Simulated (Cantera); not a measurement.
A perfectly stirred reactor is fed with 97.1 % N₂O, 2.91 % H₂O, at 0.0178 atm; it is held at 1623 K, and followed from long to short residence time.

Detailed kinetics in Cantera: GRI-Mech 3.0 (53 species, 325 reactions). GRI-Mech 3.0 was tuned for natural gas; its chemistry of N2O as a main component is partial and can be far from experiment. Radical loss at walls, strong at low pressure, is not modelled. The temperature is held fixed by assumption; the heat of reaction is taken as removed at once.

One state of this run: x N₂O = 0.665; x H₂O = 0.0259; x O = 0.000204; x N₂ = 0.179; x O₂ = 0.0751; x NO₂ = 0.000609; x NO = 0.0540. x: mole fraction; the columns are a selection and need not sum to one.

Which value of τ (s) does it belong to?
A) 0.013
B) 0.068
C) 0.36
D) 0.0025

B, 0.068
